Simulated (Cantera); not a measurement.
Feed: 1 mol Al2O3, a varied amount of H2, equilibrated at 2327 °C and 0.105 Torr.

Equilibrium computed with Cantera from the NASA thermochemical tables; the gas is ideal and each condensed phase is pure. Candidate condensed phases: Al, Al2O3, H2O; 19 gas species. Rates play no part.

Task: What share of the Al ends up in condensed phases as a function of n(H2) (mol), at 0.064, 0.11, 0.2, 0.37, 0.65, 1.2, 2.1?

Result: 
| n(H2) (mol) | Al condensed (%) | as |
|---|---|---|
| 0.064 | 96.9 | Al2O3(l) |
| 0.11 | 94.7 | Al2O3(l) |
| 0.2 | 90.4 | Al2O3(l) |
| 0.37 | 82.2 | Al2O3(l) |
| 0.65 | 68.6 | Al2O3(l) |
| 1.2 | 42.1 | Al2O3(l) |
| 2.1 | 0.0 | - |
